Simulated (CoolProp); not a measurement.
Vapour-liquid equilibrium of ethanol (1) + n-heptane (2) at 414.2 K; x and y are mole fractions of (1).

Model: multi-fluid Helmholtz-energy mixture model, Schroeder 2014 and Span 2003; pair parameters Bell 2016, in CoolProp.

Task: Give the bubble pressure and the first vapour's composition at x = 0.35, 0.725, 0.8. Is there an azeotrope?

Result: x = 0.35: 720.0 kPa, y = 0.623; x = 0.725: 799.4 kPa, y = 0.760; x = 0.8: 803.9 kPa, y = 0.805. y crosses x between x = 0.8 and 0.875: the model has an azeotrope there.

Pair parameters are fitted to limited data, so mixtures are less certain than the pure fluids. With so large a gap from Raoult's law the liquid may split in two, which this calculation doesn't test in full.
